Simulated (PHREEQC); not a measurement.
Consider water at 25 °C with 0.59 mol/kgw NaBr. Closed to the air; pH follows from the charge balance.

All values are PHREEQC results (ion-association model, phreeqc.dat), not measurements.

```csv
quantity,before,after
pH,6.96,7.63
ionic strength (mol/kgw),0.590,0.945
```

**Question.** Name the change that produced these shifts.
A. temperature from 25 to 20 °C
B. NaBr replaced by NaF at the same molality
C. 0.43 mol/kgw NaHCO3 added
D. NaBr from 0.59 to 0.118 mol/kgw
E. NaBr replaced by NaNO3 at the same molality

**Answer.** C, 0.43 mol/kgw NaHCO3 added

Precipitation was switched off in this run. The ionic strength passes 0.7 mol/kgw, the rough limit of the ion-association models, in after.
